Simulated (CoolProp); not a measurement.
Carbon dioxide at 298.15 K and 4.95 MPa flows at 0.2 m/s in a round tube of 10 mm bore and 0.25 µm roughness, fully developed (64/Re and Nu = 3.66 if laminar; Colebrook and Gnielinski if turbulent). Each further row changes one setting.

Computed with CoolProp (reference Helmholtz-energy equation of state, Span 1996).

```csv
case,Reynolds number,Darcy friction factor,pressure drop (Pa/m),heat-transfer coefficient (W/(m² K)),mass flow (kg/h)
as stated,15600,0.0276,7.12,136,7.30
velocity 0.4 m/s,31300,0.0233,24.1,241,14.6
diameter 20 mm,31300,0.0233,3.01,120,29.2
```

Viscosity comes from a separate model (Laesecke 2017). Thermal conductivity comes from a separate model (Huber 2016).
